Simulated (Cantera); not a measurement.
Feed: 1 mol Si₃N₄, 2.6 mol Cl₂, 18 mol H₂, equilibrated at 1450 K and 58.5 Torr.

Cantera equilibrium calculation (NASA polynomials, part measured and part estimated; ideal gas, pure solids and liquids). Candidate condensed phases: NH₄Cl, Si, Si₃N₄; 28 gas species. The tables' values for SiCl₃ are old estimates; treat these amounts as uncertain. Rates play no part.

What is the equilibrium state?


| Quantity | Result |
|---|---|
| x(H₂) | 0.764 |
| x(HCl) | 0.207 |
| x(SiCl₂) | 0.0120 |
| x(N₂) | 0.0119 |
| x(SiCl₃) | 0.00276 |
| x(SiCl₄) | 0.00232 |
| x(SiHCl₃) | 0.000738 |
| x(SiH₂Cl₂) | 3.64e-5 |
| x(H) | 2.96e-5 |
| n(Si₃N₄(s)) | 0.876 mol |
| gas amount | 20.75 mol |
| log10 activity of Si(s) (absent) | -1.16 |
